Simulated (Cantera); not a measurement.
A perfectly stirred reactor is fed with H₂ : O₂ : N₂ = 1 : 0.5 : 5.5 (molar parts), at 0.987 atm; it is adiabatic with a 500 K inlet, and is followed from long to short residence time, starting on the burning branch (τ in s: 0.067, 0.023, 0.008, 0.0028, 0.00096, 0.00033, 0.00011, 4e-05, 1.4e-05, 4.8e-06).

Model: the H2/O2 subset of GRI-Mech 3.0, which has no nitrogen chemistry, integrated in Cantera.

### Question
What does this change do: pressure from 0.987 atm to 4.93 atm?

### Answer
```json
[
 {"quantity": "blow-out, bracketed by the residence times tried", "before": "burning at 0.110 ms, out at 40.0 µs", "after": "burning at 40.0 µs, out at 14.0 µs"},
 {"quantity": "x(H₂) at τ = 67.0 ms", "before": "0.00411", "after": "0.00175"},
 {"quantity": "x(O₂) at τ = 67.0 ms", "before": "0.00196", "after": "0.000828"},
 {"quantity": "x(OH) at τ = 67.0 ms", "before": "0.000772", "after": "0.000249"},
 {"quantity": "x(O) at τ = 67.0 ms", "before": "0.000101", "after": "1.00e-5"},
 {"quantity": "x(H₂O₂) at τ = 67.0 ms", "before": "1.69e-7", "after": "1.31e-7"},
 {"quantity": "x(H₂) at τ = 0.330 ms", "before": "0.0196", "after": "0.0100"},
 {"quantity": "x(O₂) at τ = 0.330 ms", "before": "0.0116", "after": "0.00510"},
 {"quantity": "x(OH) at τ = 0.330 ms", "before": "0.00177", "after": "0.00107"},
 {"quantity": "x(O) at τ = 0.330 ms", "before": "0.00174", "after": "0.000314"},
 {"quantity": "x(H₂O₂) at τ = 0.330 ms", "before": "1.67e-6", "after": "1.57e-6"}
]
```
The hydrogen kinetics of GRI-Mech 3.0 are dated; newer H2 mechanisms differ, most at raised pressure.
